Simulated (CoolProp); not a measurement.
R1336mzz(Z) along the isobar 3070 kPa: fugacity coefficient from the reference equation and from simpler models built on Tc = 171.3 °C, pc = 2904 kPa, ω = 0.386; each cubic takes its own stable root.

The numbers come from the reference Helmholtz-energy equation of state, McLinden 2020 in CoolProp.

| T (°C) | phase | reference | van der Waals | Redlich-Kwong | Soave-Redlich-Kwong |
|---|---|---|---|---|---|
| 3.75 | liquid | 0.01098 | ___ | 0.03287 | 0.01123 |
| 8.55 | liquid | 0.01362 | 0.1282 | 0.03861 | ___ |
| 13.25 | liquid | 0.01666 | 0.1388 | 0.04490 | 0.01709 |
| 17.95 | liquid | 0.02020 | 0.1499 | ___ | 0.02076 |
| 22.65 | liquid | ___ | 0.1614 | 0.05952 | 0.02502 |
| 27.35 | liquid | 0.02902 | 0.1733 | 0.06793 | 0.02993 |
| 32.05 | liquid | 0.03441 | 0.1857 | ___ | 0.03555 |
| 36.75 | liquid | 0.04051 | 0.1985 | 0.08702 | 0.04192 |
| 41.45 | liquid | 0.04738 | 0.2117 | ___ | 0.04912 |
| 46.15 | liquid | ___ | 0.2253 | 0.1093 | 0.05720 |
| 50.85 | liquid | 0.06364 | 0.2393 | 0.1216 | 0.06621 |
| 55.55 | liquid | ___ | 0.2537 | 0.1347 | 0.07619 |
| 60.35 | liquid | 0.08380 | 0.2688 | 0.1490 | 0.08746 |
| 65.05 | liquid | 0.09526 | 0.2839 | 0.1637 | 0.09956 |

Q: Complete the blanks.

A: 
- 3.75, van der Waals: 0.1179
- 8.55, Soave-Redlich-Kwong: 0.01395
- 17.95, Redlich-Kwong: 0.05186
- 22.65, reference: 0.02431
- 32.05, Redlich-Kwong: 0.07709
- 41.45, Redlich-Kwong: 0.09774
- 46.15, reference: 0.05507
- 55.55, reference: 0.07312
